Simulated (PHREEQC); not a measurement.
Make-up at 25 °C: 0.44 mol/kgw Na2SO4, 0.058 mol/kgw MgCl2 and 0.17 mol/kgw NaCl. Closed to the air; pH follows from the charge balance.

Computed with PHREEQC (Pitzer model, pitzer.dat).

### Question
The ionic strength comes out as 1.66 mol/kgw. What activity coefficients do SO4-2, Mg+2, Cl-, Na+ get?

### Answer
SO4-2 0.060, Mg+2 0.11, Cl- 0.58, Na+ 0.56. Single-ion values are on the MacInnes scale.

Precipitation was switched off in this run. Species that the database lacks are ignored.
